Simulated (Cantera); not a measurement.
An isothermal, constant-pressure homogeneous reactor starts with 28.6 % CH4, 37.1 % H2O, 34.3 % H2, at 1525 K and 1000000 Pa.

Detailed kinetics in Cantera: GRI-Mech 3.0 (53 species, 325 reactions).

x: mole fraction; the columns are a selection and need not sum to one.

```
t (s)      x CH4  x H2O   x H2     x C2H     x HCO   x CH2O
--------  ------  -----  -----  --------  --------  -------
8.00e-5    0.286  0.371  0.343    <1e-12  3.73e-12        …
0.000360   0.285  0.371  0.343    <1e-12  3.16e-11        …
0.00162    0.283  0.371  0.345  2.64e-12  5.74e-11  9.59e-7
0.00727    0.273  0.369  0.352  3.93e-11  6.14e-11  9.45e-7
0.0327     0.243  0.361  0.378  2.05e-10  8.41e-11  8.80e-7
0.147      0.211  0.350  0.407  3.83e-10  2.42e-10  8.10e-7
0.660      0.204  0.331  0.427  3.15e-10  8.54e-10        …
2.97       0.181  0.278  0.482  1.62e-10   2.84e-9        …
13.3       0.128  0.196  0.578  4.35e-11   6.92e-9        …
60.0      0.0641  0.119  0.677  6.27e-12   1.19e-8        …
```

Question: Fill in the missing entries.

Answer: 
- 8.00e-5, x CH2O: 7.50e-8
- 0.000360, x CH2O: 5.66e-7
- 0.660, x CH2O: 7.11e-7
- 2.97, x CH2O: 5.11e-7
- 13.3, x CH2O: 3.77e-7
- 60.0, x CH2O: 4.29e-7
